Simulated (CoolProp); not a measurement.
Properties of water along the isobar 100000 kPa.

Model: reference Helmholtz-energy equation of state, Wagner 2002, in CoolProp.

```
T (K)          phase       Z  cp (kJ/(kg K))  cv (kJ/(kg K))  conductivity (mW/(m K))  Prandtl number
-----  -------------  ------  --------------  --------------  -----------------------  --------------
382.9         liquid  0.5696           4.045           3.597                      735            1.55
402.8         liquid  0.5490           4.059           3.518                      741            1.30
422.8         liquid  0.5310           4.078           3.442                      743            1.13
442.8         liquid  0.5154           4.101           3.368                      742            1.01
462.7         liquid  0.5020           4.129           3.300                      737           0.922
482.7         liquid  0.4905           4.163           3.235                      729           0.856
502.6         liquid  0.4807           4.202           3.174                      719           0.808
522.6         liquid  0.4726           4.248           3.117                      706           0.773
542.5         liquid  0.4662           4.301           3.064                      690           0.748
562.5         liquid  0.4612           4.363           3.014                      673           0.733
582.4         liquid  0.4579           4.432           2.968                      654           0.724
602.4         liquid  0.4561           4.512           2.924                      632           0.722
622.4         liquid  0.4561           4.603           2.884                      609           0.726
642.3         liquid  0.4578           4.707           2.847                      585           0.735
662.3  supercritical  0.4616           4.824           2.812                      560           0.749
682.2  supercritical  0.4675           4.955           2.780                      533           0.769
```

Viscosity comes from a separate model (Huber 2009). Thermal conductivity comes from a separate model (Huber 2012).
